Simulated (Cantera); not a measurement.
A perfectly stirred reactor is fed with H2 : O2 : N2 = 1.1 : 1 : 6 (molar parts), equivalence ratio 0.55, at 0.340 bar; it is held at 1175 K, and followed from long to short residence time.

Model: the H2/O2 subset of GRI-Mech 3.0, which has no nitrogen chemistry, integrated in Cantera. The temperature is held fixed by assumption; the heat of reaction is taken as removed at once.

**Question.** Predict: x(H2) at τ = 1.20 s; x(O2) at τ = 1.20 s; x(H) at τ = 1.20 s; x(H2O) at τ = 1.20 s; x(H2O2) at τ = 1.20 s; x(H2) at τ = 18.0 ms; x(O2) at τ = 18.0 ms; x(H) at τ = 18.0 ms; x(H2O) at τ = 18.0 ms; x(H2O2) at τ = 18.0 ms.

**Answer.** 
```json
{
  "x(H2) at τ = 1.20 s": "0.000152",
  "x(O2) at τ = 1.20 s": "0.0596",
  "x(H) at τ = 1.20 s": "7.35e-6",
  "x(H2O) at τ = 1.20 s": "0.145",
  "x(H2O2) at τ = 1.20 s": "4.92e-7",
  "x(H2) at τ = 18.0 ms": "0.00220",
  "x(O2) at τ = 18.0 ms": "0.0603",
  "x(H) at τ = 18.0 ms": "0.000477",
  "x(H2O) at τ = 18.0 ms": "0.143",
  "x(H2O2) at τ = 18.0 ms": "1.88e-6"
}
```
